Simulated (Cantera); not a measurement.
# Equilibrium for fluorocarbon and chlorocarbon gases: c-C4F8 + HCl

A closed system holds: 1 mol c-C4F8, a varied amount of HCl, at 2502 °C and 0.00825 Torr.

Cantera equilibrium calculation (NASA polynomials, part measured and part estimated; ideal gas, pure solids and liquids). Candidate condensed phases: C, C6H6, C7H8, C8H18; 118 gas species. The feed counts by its element totals alone. The numbers say what is thermodynamically allowed, not how fast it happens.

```
n(HCl) (mol)  log p F  log p C  log p C3  log p C2  log p CF  log p Cl
------------  -------  -------  --------  --------  --------  --------
0.013           -5.08    -5.81     -6.16     -6.66     -6.74     -7.86
0.016           -5.08    -5.81     -6.16     -6.66     -6.75     -7.77
0.02            -5.08    -5.81     -6.16     -6.66     -6.75     -7.67
0.026           -5.08    -5.81     -6.16     -6.66     -6.75     -7.56
0.033           -5.08    -5.81     -6.16     -6.66     -6.75     -7.46
0.041           -5.08    -5.81     -6.16     -6.67     -6.75     -7.36
0.052           -5.08    -5.81     -6.16     -6.67     -6.75     -7.26
0.066           -5.08    -5.81     -6.16     -6.67     -6.75     -7.16
0.084           -5.09    -5.81     -6.17     -6.67     -6.75     -7.05
0.11            -5.09    -5.81     -6.17     -6.67     -6.76     -6.94
0.14            -5.09    -5.81     -6.17     -6.67     -6.76     -6.84
```
log p: log10 of the partial pressure in bar; nothing condenses.

From 0.013 mol HCl to 0.14 mol HCl nothing is condensed. The main C-bearing gas is C3 throughout.
